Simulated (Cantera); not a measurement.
Silicon etching in halogen gases: Si + HCl + N2

A closed system holds: 1 mol Si, 7.7 mol HCl, 1.3 mol N2, held at 877 °C and 0.150 bar.

These are equilibrium values from Cantera (NASA tables, ideal gas, pure condensed phases), not measurements of a reactor. Candidate condensed phases: NH4Cl, Si, Si3N4; 28 gas species. The tables' values for SiCl3 are old estimates; treat these amounts as uncertain. The numbers say what is thermodynamically allowed, not how fast it happens.

```
Property                             Result
--------------------------------  ---------
x(HCl)                                0.464
x(H2)                                 0.248
x(N2)                                 0.162
x(SiCl4)                              0.123
x(SiHCl3)                           0.00133
x(SiCl3)                           0.000641
x(SiCl2)                            3.66e-5
x(NH3)                              1.82e-6
x(SiH2Cl2)                          1.82e-6
gas amount                        8.003 mol
log10 activity of Si(s) (absent)      -4.72
```
